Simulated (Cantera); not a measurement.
An isothermal, constant-pressure homogeneous reactor starts with N₂O : H₂ : N₂ = 1 : 0.023 : 0.59 (molar parts), at 1500 K and 0.00540 bar. Integrator tolerance rtol = 1e-08.

Detailed kinetics in Cantera: GRI-Mech 3.0 (53 species, 325 reactions). GRI-Mech 3.0 was tuned for natural gas; its chemistry of N2O as a main component is partial and can be far from experiment. Radical loss at walls, strong at low pressure, is not modelled. The temperature is held fixed by assumption; the heat of reaction is taken as removed at once.

What does this change do: temperature 1500 to 1450 K?


| quantity | before | after |
|---|---|---|
| x(N₂O) at 100 s | 2.10e-6 (gas-phase equilibrium 5.58e-9) | 2.18e-6 (gas-phase equilibrium 4.41e-9) |
| x(H₂) at 100 s | 6.67e-7 (gas-phase equilibrium 5.86e-7) | 3.30e-7 (gas-phase equilibrium 2.94e-7) |
| x(OH) at 100 s | 9.29e-5 (gas-phase equilibrium 9.79e-5) | 5.96e-5 (gas-phase equilibrium 6.25e-5) |
| x(O₂) at 100 s | 0.183 (gas-phase equilibrium 0.232) | 0.188 (gas-phase equilibrium 0.232) |
| x(N₂) at 100 s | 0.708 (gas-phase equilibrium 0.756) | 0.712 (gas-phase equilibrium 0.756) |

What does this change do: H2 0.023 to 0.069 parts?


```json
[
 {"quantity": "x(N₂O) at 100 s", "before": "2.10e-6 (gas-phase equilibrium 5.58e-9)", "after": "1.40e-6 (gas-phase equilibrium 5.36e-9)"},
 {"quantity": "x(H₂) at 100 s", "before": "6.67e-7 (gas-phase equilibrium 5.86e-7)", "after": "2.01e-6 (gas-phase equilibrium 1.80e-6)"},
 {"quantity": "x(OH) at 100 s", "before": "9.29e-5 (gas-phase equilibrium 9.79e-5)", "after": "0.000159 (gas-phase equilibrium 0.000166)"},
 {"quantity": "x(O₂) at 100 s", "before": "0.183 (gas-phase equilibrium 0.232)", "after": "0.177 (gas-phase equilibrium 0.218)"},
 {"quantity": "x(N₂) at 100 s", "before": "0.708 (gas-phase equilibrium 0.756)", "after": "0.706 (gas-phase equilibrium 0.748)"}
]
```
